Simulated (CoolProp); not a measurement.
Acetone along the isobar 6380 kPa: density (kg/m³) from the reference equation and from simpler models built on Tc = 508.1 K, pc = 4692 kPa, ω = 0.307; each cubic takes its own stable root.

The numbers come from the reference Helmholtz-energy equation of state, Lemmon 2006 in CoolProp. It is a short technical equation, of lower accuracy than the large ones.

```tsv
T (K)	phase	reference
246.7	liquid	844.8
254.9	liquid	836.3
263.1	liquid	827.8
271.3	liquid	819.2
279.5	liquid	810.6
287.7	liquid	802.0
295.9	liquid	793.3
304	liquid	784.6
312.2	liquid	775.7
320.4	liquid	766.7
328.6	liquid	757.6
336.8	liquid	748.3
345	liquid	738.9
353.2	liquid	729.4
361.4	liquid	719.6
369.5	liquid	709.8
```

Question: How far does each simpler model (van der Waals, Redlich-Kwong, Soave-Redlich-Kwong, Peng-Robinson) lie from the reference over these 16 states: mean and median of the absolute difference, and the worst?

Answer: 
- van der Waals: mean 47.8 %, median 47.8 %, worst -48.7 % at 246.7 K and 6380 kPa
- Redlich-Kwong: mean 24.3 %, median 24.3 %, worst -24.6 % at 369.5 K and 6380 kPa
- Soave-Redlich-Kwong: mean 21.8 %, median 21.6 %, worst -22.7 % at 246.7 K and 6380 kPa
- Peng-Robinson: mean 11.9 %, median 11.7 %, worst -13.2 % at 246.7 K and 6380 kPa
